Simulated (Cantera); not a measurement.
**Silicon oxide and oxynitride deposition: HMDSO + H2O**

Input: 1 mol HMDSO, 0.4 mol H2O, at 575 K and 1.33 mbar.

These are equilibrium values from Cantera (NASA tables, ideal gas, pure condensed phases), not measurements of a reactor. Candidate condensed phases: C, C6H6, C7H8, C8H18, H2O, Si, SiC, SiO2; 123 gas species. The feed counts by its element totals alone. Equilibrium is a limit: real reactors are often held back by kinetics, nucleation or transport.

```
Quantity                              Value
--------------------------------  ---------
x(H2)                                 0.824
x(CH4)                                0.176
n(C(graphite))                     3.30 mol
n(SiC(s))                          1.30 mol
n(SiO2(α-quartz))                 0.700 mol
gas amount                        7.995 mol
log10 activity of Si(s) (absent)      -6.23
```
